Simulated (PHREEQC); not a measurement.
HF is added in steps, without added water, to 1 kg of water holding 0.0052 mol/kgw CaSO4 and 0.00021 mol/kgw Na2HPO4, at 25 °C. Oxygen alone is held at its pressure in air (log pO2 = -0.68). The system is closed to CO2. No solid was allowed to form.

Base run: PHREEQC, ion-association model, wateq4f.dat. Each further column changes one thing. The table gives HF (mol/kgw).

| HF added (mol) | base | temperature from 25 to 45 °C | CaSO4 from 0.0052 to 0.00572 mol/kgw | CaSO4 left out | solids may form |
|---|---|---|---|---|---|
| 0 | 0 | 0 | 0 | 0 | 0 |
| 0.0004875 | 7.54e-5 | 8.84e-5 | 7.43e-5 | 9.71e-5 | 2.72e-5 |
| 0.0007313 | 0.000175 | 0.000200 | 0.000172 | 0.000216 | 5.16e-5 |
| 0.001219 | 0.000422 | 0.000470 | 0.000417 | 0.000498 | 0.000102 |
| 0.001463 | 0.000561 | 0.000620 | 0.000555 | 0.000652 | 0.000128 |
| 0.00195 | 0.000859 | 0.000939 | 0.000852 | 0.000979 | 0.000182 |
| 0.002437 | 0.00118 | 0.00128 | 0.00117 | 0.00132 | 0.000238 |
| 0.002681 | 0.00134 | 0.00145 | 0.00133 | 0.00150 | 0.000268 |
| 0.003169 | 0.00168 | 0.00180 | 0.00166 | 0.00185 | 0.000328 |
| 0.003413 | 0.00185 | 0.00198 | 0.00184 | 0.00204 | 0.000360 |
| 0.0039 | 0.00219 | 0.00235 | 0.00218 | 0.00240 | 0.000426 |

In at least one series the solution becomes supersaturated in solids that the run did not let form, among them Fluorite, Hydroxyapatite. H3PO4, which wateq4f.dat lacks, is added to it with the constant of phreeqc.dat. At this temperature some constants are extrapolated from 25 °C, and those without enthalpy data are left unchanged. Solids allowed in the column 'solids may form': Gypsum, Fluorite, Portlandite, Hydroxyapatite, Fluorapatite, Mirabilite.
